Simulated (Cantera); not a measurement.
Si₃N₄ + N₂ + C (sublimation and decomposition of ceramics)

A closed system holds: 1 mol Si₃N₄, 2.6 mol N₂, 0.26 mol C, at 0.00120 bar.

Equilibrium computed with Cantera from the NASA thermochemical tables; the gas is ideal and each condensed phase is pure. Candidate condensed phases: C, Si, SiC, Si₃N₄; 32 gas species. Ions and electrons are included (thermal ionisation). The tables' values for SiN are old estimates; treat these amounts as uncertain. Equilibrium is a limit: real reactors are often held back by kinetics, nucleation or transport.

```json
[
 {"T (K)": "3000", "x N₂": "0.592", "x N": "0.000309", "x Si": "0.382", "x e-": "3.58e-5", "x Si+": "3.75e-5", "x C": "0.00609", "x CN": "0.0104"},
 {"T (K)": "3500", "x N₂": "0.580", "x N": "0.00487", "x Si": "0.381", "x e-": "0.000419", "x Si+": "0.000420", "x C": "0.0242", "x CN": "0.00817"},
 {"T (K)": "4000", "x N₂": "0.553", "x N": "0.0381", "x Si": "0.371", "x e-": "0.00263", "x Si+": "0.00263", "x C": "0.0294", "x CN": "0.00292"},
 {"T (K)": "4500", "x N₂": "0.442", "x N": "0.173", "x Si": "0.334", "x e-": "0.0107", "x Si+": "0.0107", "x C": "0.0289", "x CN": "0.00101"},
 {"T (K)": "5000", "x N₂": "0.215", "x N": "0.444", "x Si": "0.255", "x e-": "0.0302", "x Si+": "0.0302", "x C": "0.0244", "x CN": "0.000286"}
]
```
x: gas mole fraction; nothing condenses.

From 3000 K to 5000 K nothing is condensed. The main Si-bearing gas is Si throughout.
